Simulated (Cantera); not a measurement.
Input (Python, Cantera) and output of one run.

```python
import numpy as np
import cantera as ct

gas_names = """
    Br Br2 H HBr H2 N NH NH2 NH3 N2 N2H2 N2H4 Si SiBr SiBr2 SiBr3 SiBr4 SiH SiHBr3 SiH2 SiH2Br2 SiH3
    SiH3Br SiH4 SiN Si2 Si2N Si3
""".split()
cond_names = """
    Br2(cr) Br2(L) Si(cr) Si(L) Si3N4(a)
""".split()


def load(file, names, dense=False):
    # The tables refer to 1 bar. Condensed volumes are neglected.
    table = {s.name: s for s in ct.Species.list_from_file(file)}
    out = []
    for n in names:
        d = dict(table[n].input_data)
        d["thermo"] = dict(d["thermo"], **{"reference-pressure": 1e5})
        if dense:
            d["equation-of-state"] = {"model": "constant-volume", "density": "1e6 g/cm^3"}
        out.append(ct.Species.from_dict(d))
    return out


gas = ct.Solution(thermo="ideal-gas", species=load("nasa_gas.yaml", gas_names))
cond = {s.name: ct.Solution(thermo="fixed-stoichiometry", species=[s], name=s.name)
        for s in load("nasa_condensed.yaml", cond_names, dense=True)}
atoms = {
    'Si': {'Si': 1},
    'HBr': {'H': 1, 'Br': 1},
    'N2': {'N': 2},
}
top_T = {'Si3N4(a)': 2400}  # K; cautious upper limits of use, not melting points


def equilibrate(T, P, feed):
    n = {}
    for name, mol in feed.items():
        for a, k in atoms[name].items():
            n[a] = n.get(a, 0.0) + k * mol
    gas.TPX = T, P, n
    mass = sum(n.values()) * gas.mean_molecular_weight
    gas.equilibrate("TP")
    valid = [c for c in cond.values() if c.min_temp <= T <= top_T.get(c.name, c.max_temp)]
    mix = ct.Mixture([(gas, mass / gas.mean_molecular_weight)] + [(c, 0.0) for c in valid])
    mix.T, mix.P = T, P
    mix.equilibrate("TP", solver="vcs", rtol=1e-11, max_steps=5000)
    return mix


results = []
feed = {'Si': 1, 'HBr': 3.1, 'N2': 8.5}  # mol
T = 1348  # K
P = 660  # Pa
mix = equilibrate(T, P, feed)
results.append((T, P, feed, dict(zip(mix.species_names, mix.species_moles))))
x = sorted(zip(gas.X, gas.species_names), reverse=True)
print(f"T = {T:g} K  P = {P:g} Pa  gas = {mix.phase_moles(0):.4g} mol")
print("   x: " + "  ".join(f"{s} {v:.3e}" for v, s in x if v > 0.0001))
print("   condensed (mol): " + ("  ".join(f"{mix.phase(i).name} {mix.phase_moles(i):.4g}"
      for i in range(1, mix.n_phases) if mix.phase_moles(i) > 1e-12) or "none"))
```

Output:

```
T = 1348 K  P = 660 Pa  gas = 11.04 mol
   x: N2 7.246e-01  HBr 2.121e-01  H2 3.430e-02  SiBr2 1.343e-02  SiBr4 7.550e-03  Br 6.213e-03  SiBr3 1.735e-03
   condensed (mol): Si3N4(a) 0.2496
```

These are equilibrium values from Cantera (NASA tables, ideal gas, pure condensed phases), not measurements of a reactor. N2 is the only nitrogen source here; it is nearly inert below about 1500 K, so the nitride shown seldom forms there in practice. The tables' values for SiBr3 are old estimates; treat these amounts as uncertain.
